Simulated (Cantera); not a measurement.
Charge: 1 mol SiHCl₃, 0.55 mol NH₃, 89 mol H₂, held at 100000 Pa.

Method: chemical equilibrium by Gibbs-energy minimisation in Cantera with the NASA 1993 tables (ideal gas, pure condensed phases). Candidate condensed phases: NH₄Cl, Si, Si₃N₄; 28 gas species. Mutual solubility and eutectic melting of coexisting phases are not modelled. Rates play no part.

Problem. What share of the Si ends up in condensed phases as a function of T (°C), at 800, 850, 900, 950, 1000, 1050, 1100, 1150, 1200, 1250, 1300, 1350?

Solution. 
```json
[
 {"T (°C)": "800", "Si condensed (%)": "41.2", "as": "Si₃N₄(s)"},
 {"T (°C)": "850", "Si condensed (%)": "41.2", "as": "Si₃N₄(s)"},
 {"T (°C)": "900", "Si condensed (%)": "47.9", "as": "Si(s) + Si₃N₄(s)"},
 {"T (°C)": "950", "Si condensed (%)": "55.9", "as": "Si(s) + Si₃N₄(s)"},
 {"T (°C)": "1000", "Si condensed (%)": "62.8", "as": "Si(s) + Si₃N₄(s)"},
 {"T (°C)": "1050", "Si condensed (%)": "68.0", "as": "Si(s) + Si₃N₄(s)"},
 {"T (°C)": "1100", "Si condensed (%)": "71.4", "as": "Si(s) + Si₃N₄(s)"},
 {"T (°C)": "1150", "Si condensed (%)": "73.3", "as": "Si(s) + Si₃N₄(s)"},
 {"T (°C)": "1200", "Si condensed (%)": "74.2", "as": "Si(s) + Si₃N₄(s)"},
 {"T (°C)": "1250", "Si condensed (%)": "74.5", "as": "Si(s) + Si₃N₄(s)"},
 {"T (°C)": "1300", "Si condensed (%)": "74.5", "as": "Si(s) + Si₃N₄(s)"},
 {"T (°C)": "1350", "Si condensed (%)": "74.3", "as": "Si(s) + Si₃N₄(s)"}
]
```
